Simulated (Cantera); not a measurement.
## FeS + H2 + H2O (hydrogen reduction and annealing atmospheres)

Feed: 1 mol FeS, 170 mol H2, 5.9 mol H2O, equilibrated at 89.0 mbar.

Equilibrium computed with Cantera from the NASA thermochemical tables; the gas is ideal and each condensed phase is pure. Candidate condensed phases: Fe, FeO, Fe(OH)2, Fe(OH)3, FeS, FeSO4, FeS2, Fe2O3, Fe2(SO4)3, Fe3O4, H2O, H2SO4, S; 22 gas species. Kinetics and transport are ignored.

```
T (K)   x H2   x H2O       x H      x Fe    x H2S  n Fe(δ)  n Fe(l)
-----  -----  ------  --------  --------  -------  -------  -------
1673   0.960  0.0335  0.000374   4.51e-5  0.00514    0.992        0
1748   0.960  0.0335  0.000750  0.000152  0.00483    0.973        0
1823   0.959  0.0335   0.00142  0.000457  0.00443        0    0.919
1898   0.957  0.0334   0.00256   0.00122  0.00397        0    0.784
1973   0.954  0.0333   0.00442   0.00301  0.00346        0    0.466
2048   0.949  0.0331   0.00731   0.00562  0.00294        0        0
2123   0.945  0.0329    0.0117   0.00560  0.00244        0        0
2198   0.938  0.0327    0.0181   0.00558  0.00199        0        0
```
x: gas mole fraction; n: condensed amount in mol.

From 1673 K to 1748 K the condensed part is Fe(δ). From 1823 K to 1973 K the condensed part is Fe(l). From 2048 K to 2198 K nothing is condensed. The main Fe-bearing gas is Fe throughout.
